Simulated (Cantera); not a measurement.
# Ignition delay

Mixture: 2.55 % C2H4, 18.2 % O2, 68.7 % N2, 10.5 % H2O, equivalence ratio 0.42, at 10.0 bar, adiabatic and at constant pressure. Ignition delay is the time to a rise of 400 K.

Computed with Cantera and GRI-Mech 3.0 (53 species, 325 reactions). GRI-Mech 3.0 was tuned for natural gas; its chemistry of ethylene as a main component is partial and can be far from experiment.

```csv
T0 (K),delay (ms)
1075,5.32
1175,1.03
1275,0.178
1375,0.0359
1475,0.0112
1575,0.00552
```

The apparent activation energy between 1375 and 1575 K is 170 kJ/mol.
